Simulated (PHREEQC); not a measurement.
Solution (2.9 °C): 0.023 mol/kgw HF, 0.0027 mol/kgw KF, 0.014 mol/kgw (NH4)2SiF6 and 0.016 mol/kgw HCl. Closed to the air; pH follows from the charge balance.

All values are PHREEQC results (ion-association model, wateq4f.dat), not measurements.

Precipitation was switched off in this run.

Estimate the pH, ionic strength.

pH 1.89; ionic strength 0.0599 mol/kgw.

In which forms is F present?

SiF6-2 77 %, HF 18 %, H2F2 3.9 %, F- 1.7 % of the F.

Species that the database lacks are ignored. Constants without temperature data keep their 25 °C values here. SiF6-2 is the database's only silicon fluoride.
